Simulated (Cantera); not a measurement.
Cantera run, input and output.

```python
import numpy as np
import cantera as ct

gas = ct.Solution("gri30.yaml")
gas.TPX = 1400, 760000, {'CH4': 1, 'H2': 0.035, 'O2': 1.34, 'N2': 5.06, 'H2O': 0.77}
reactor = ct.IdealGasReactor(gas, energy="on", clone=False)
net = ct.ReactorNet([reactor])
net.rtol, net.atol = 1e-08, 1e-16
show = ['CH4', 'H2', 'O2', 'O', 'HCN']
times = np.geomspace(9e-06, 0.7, 12)

steps = ct.SolutionArray(gas, extra=["t"])
rows = []
print(f"{'t/s':>10s}{'T/K':>9s}{'P/Pa':>11s}" + "".join(f"{s:>11s}" for s in show))
for t in times:
    while net.time < t:
        t_next = net.step()
        steps.append(gas.state, t=t_next)
    rows.append([np.interp(t, steps.t, y) for y in (steps.T, steps.P, *steps(*show).X.T)])
    print(f"{t:10.3e}{rows[-1][0]:9.1f}{rows[-1][1]:11.4g}" + "".join(f"{x:11.3e}" for x in rows[-1][2:]))
rate = np.gradient(steps.T, steps.t)
print("integrator steps:", len(steps.t))
if steps.T.max() > steps.T[0] + 200:
    print(f"time of steepest temperature rise: {steps.t[rate.argmax()]:.4e} s")
gas.TPX = 1400, 760000, {'CH4': 1, 'H2': 0.035, 'O2': 1.34, 'N2': 5.06, 'H2O': 0.77}
gas.equilibrate("UV")
print(f"equilibrium (UV): T = {gas.T:.1f} K  " + "  ".join(f"{s} {gas[s].X[0]:.3e}" for s in show))
```

It prints:

```
       t/s      T/K       P/Pa        CH4         H2         O2          O        HCN
 9.000e-06   1400.0    7.6e+05  1.219e-01  4.266e-03  1.633e-01  2.632e-09  1.103e-18
 2.505e-05   1400.0    7.6e+05  1.219e-01  4.266e-03  1.633e-01  1.050e-08  1.461e-17
 6.974e-05   1400.4  7.602e+05  1.217e-01  4.264e-03  1.632e-01  3.743e-08  3.161e-16
 1.941e-04   1404.3  7.623e+05  1.210e-01  4.294e-03  1.628e-01  6.435e-08  3.712e-15
 5.404e-04   1449.7  7.878e+05  1.133e-01  5.770e-03  1.574e-01  3.523e-07  2.274e-13
 1.504e-03   2872.4  1.699e+06  3.619e-11  7.581e-02  4.539e-04  3.727e-04  1.862e-07
 4.188e-03   2872.4  1.699e+06  3.619e-11  7.581e-02  4.539e-04  3.727e-04  1.863e-07
 1.166e-02   2872.4  1.699e+06  3.619e-11  7.581e-02  4.539e-04  3.727e-04  1.863e-07
 3.245e-02   2872.4  1.699e+06  3.619e-11  7.581e-02  4.539e-04  3.727e-04  1.863e-07
 9.033e-02   2872.4  1.699e+06  3.619e-11  7.581e-02  4.539e-04  3.727e-04  1.863e-07
 2.515e-01   2872.4  1.699e+06  3.619e-11  7.581e-02  4.539e-04  3.727e-04  1.863e-07
 7.000e-01   2872.4  1.699e+06  3.619e-11  7.581e-02  4.539e-04  3.727e-04  1.863e-07
integrator steps: 2085
time of steepest temperature rise: 6.8769e-04 s
equilibrium (UV): T = 2872.4 K  CH4 4.142e-11  H2 7.581e-02  O2 4.539e-04  O 3.727e-04  HCN 1.863e-07
```

Computed with Cantera and GRI-Mech 3.0 (53 species, 325 reactions).
